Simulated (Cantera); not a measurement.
Cantera with NASA thermochemical tables; ideal gases at 1 bar, condensed phases pure. Values are per mole of reaction as written; species without (g) are pure solids or liquids, kept so even where they would boil at 1 bar.

Between 300 and 1048 K, where is each reaction favourable under standard conditions?
- 2 H₂O(g) + Zr = 4 H(g) + ZrO₂


- 2 H₂O(g) + Zr = 4 H(g) + ZrO₂: ΔG° is 230 kJ at 300 K and 132 kJ at 1048 K; it stays positive (K < 1). ΔH° is 296 kJ and ΔS° 157 J/K at 1048 K.
